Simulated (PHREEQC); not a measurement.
A solution holds 0.11 mol HCl, 0.00015 mol FeCl3 and 0.00019 mol CuCl2 per kg of water, at 25 °C. It is in equilibrium with CO2 at log p = -3.4 (atm). Otherwise closed; pH follows from the charge balance.

Computed with PHREEQC (ion-association model, phreeqc.dat).

Precipitation was switched off in this run.

Question: What pH, specific conductance does the model give?

Answer: pH 1.04; specific conductance 38800 µS/cm.

Question: In which forms is Cu present?

Answer: Cu+2 89 %, CuCl+ 10 % of the Cu.

The solution is supersaturated, for example in Hematite (slow to form), so a real one may precipitate; this is no full list. Complexes and solids missing from the database can't appear.
